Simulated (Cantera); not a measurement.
What does this Cantera script print?

```python
import numpy as np
import cantera as ct

gas = ct.Solution("gri30.yaml")
gas.TPX = 1500, 54000, {'CH4': 1, 'H2O': 0.72}
reactor = ct.IdealGasConstPressureReactor(gas, energy="off", clone=False)
net = ct.ReactorNet([reactor])
net.rtol, net.atol = 1e-08, 1e-18
show = ['CH4', 'H2O', 'C2H2', 'H2O2', 'HO2']
times = np.geomspace(2e-06, 40, 10)

steps = ct.SolutionArray(gas, extra=["t"])
rows = []
print(f"{'t/s':>10s}{'T/K':>9s}{'P/Pa':>11s}" + "".join(f"{s:>11s}" for s in show))
for t in times:
    while net.time < t:
        t_next = net.step()
        steps.append(gas.state, t=t_next)
    rows.append([np.interp(t, steps.t, y) for y in (steps.T, steps.P, *steps(*show).X.T)])
    print(f"{t:10.3e}{rows[-1][0]:9.1f}{rows[-1][1]:11.4g}" + "".join(f"{x:11.3e}" for x in rows[-1][2:]))
rate = np.gradient(steps.T, steps.t)
print("integrator steps:", len(steps.t))
if steps.T.max() > steps.T[0] + 200:
    print(f"time of steepest temperature rise: {steps.t[rate.argmax()]:.4e} s")
gas.TPX = 1500, 54000, {'CH4': 1, 'H2O': 0.72}
gas.equilibrate("TP")
print(f"equilibrium (TP): T = {gas.T:.1f} K  " + "  ".join(f"{s} {gas[s].X[0]:.3e}" for s in show))
```

Result:

```
       t/s      T/K       P/Pa        CH4        H2O       C2H2       H2O2        HO2
 2.000e-06   1500.0    5.4e+04  5.814e-01  4.186e-01  2.956e-18  1.106e-18  4.985e-22
 1.295e-05   1500.0    5.4e+04  5.814e-01  4.186e-01  1.640e-14  4.546e-17  4.049e-20
 8.385e-05   1500.0    5.4e+04  5.813e-01  4.186e-01  4.434e-11  2.117e-15  6.438e-18
 5.429e-04   1500.0    5.4e+04  5.810e-01  4.186e-01  6.817e-08  2.443e-14  1.569e-16
 3.515e-03   1500.0    5.4e+04  5.782e-01  4.184e-01  1.929e-05  7.166e-14  5.372e-16
 2.276e-02   1500.0    5.4e+04  5.502e-01  4.129e-01  3.434e-03  1.338e-13  1.201e-15
 1.474e-01   1500.0    5.4e+04  4.151e-01  3.755e-01  4.681e-02  7.895e-14  8.666e-16
 9.541e-01   1500.0    5.4e+04  1.765e-01  3.018e-01  1.158e-01  5.071e-14  6.379e-16
 6.178e+00   1500.0    5.4e+04  7.292e-02  2.016e-01  1.113e-01  2.872e-14  5.011e-16
 4.000e+01   1500.0    5.4e+04  5.823e-02  7.493e-02  5.303e-02  3.369e-15  6.533e-17
integrator steps: 1524
equilibrium (TP): T = 1500.0 K  CH4 3.975e-02  H2O 2.571e-06  C2H2 2.029e-02  H2O2 3.635e-24  HO2 7.658e-26
```

Detailed kinetics in Cantera: GRI-Mech 3.0 (53 species, 325 reactions). GRI-Mech 3.0 stops at C3 and has no aromatics, soot or wall deposition, so with more carbon than oxygen in the feed, carbon stays in small species such as C2H2 where larger ones or solid carbon would form.
